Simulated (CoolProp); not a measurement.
Vapour-liquid equilibrium of C2F6 (R116) (1) + R22 (2) at 238 K; x and y are mole fractions of (1).

Values from CoolProp's multi-fluid Helmholtz-energy mixture model, Lemmon 2006 and Kamei 1995; pair parameters Bell 2016.

```tsv
x	bubble pressure (kPa)	y at the bubble point	dew pressure at overall composition x (kPa)	liquid density (mol/L)
0.05	250.8	0.483	138.0	15.68
0.15	397.6	0.685	154.2	14.88
0.25	471.3	0.744	174.5	14.12
0.35	510.3	0.771	200.8	13.41
0.45	534.9	0.789	236.3	12.75
0.55	555.3	0.807	286.4	12.14
0.65	575.7	0.828	361.8	11.59
0.75	597.0	0.857	480.2	11.09
0.85	618.1	0.899	592.5	10.64
0.95	635.5	0.959	633.6	10.25
```

No azeotrope shows between x = 0.05 and 0.95.

The pair parameters rest on a limited set of measurements; away from them the model extrapolates. With so large a gap from Raoult's law the liquid may split in two, which this calculation doesn't test in full.
